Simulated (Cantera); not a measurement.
A closed system holds: 1 mol CS₂, 0.15 mol SO₂, 0.46 mol O₂, held at 3475 K and 6.10 bar.

Equilibrium computed with Cantera from the NASA thermochemical tables; the gas is ideal and each condensed phase is pure. Candidate condensed phases: C, S; 22 gas species. Kinetics and transport are ignored.

Base state: CO 0.409, S₂ 0.312, S 0.190, SO 0.0721, CO₂ 0.00634, SO₂ 0.00503, S₂O 0.00184, O 0.00173 (mole fractions); condensed: gas only.

**Question.** What changes in the equilibrium state with this change: temperature from 3475 K to 2750 K?

**Answer.** 
| species | before | after |
|---|---|---|
| S₂ | 0.312 | 0.445 |
| CO | 0.409 | 0.433 |
| SO | 0.0721 | 0.0443 |
| S | 0.190 | 0.0308 |
| CO₂ | 0.00634 | 0.0241 |
| SO₂ | 0.00503 | 0.0145 |
| O | 0.00173 | 4.96e-5 |
| O₂ | 8.53e-5 | 7.60e-6 |

**Question.** What changes in the equilibrium state with this change: O₂ from 0.46 to 5.2 mol?

**Answer.** 
| species | before | after |
|---|---|---|
| O₂ | 8.53e-5 | 0.374 |
| SO₂ | 0.00503 | 0.285 |
| O | 0.00173 | 0.115 |
| CO | 0.409 | 0.0802 |
| S₂ | 0.312 | 5.21e-5 |
| S | 0.190 | 0.00246 |
| CO₂ | 0.00634 | 0.0823 |
| SO | 0.0721 | 0.0617 |
| CS₂ | 8.25e-5 | <1e-9 |
| CS | 0.000386 | 1.48e-8 |
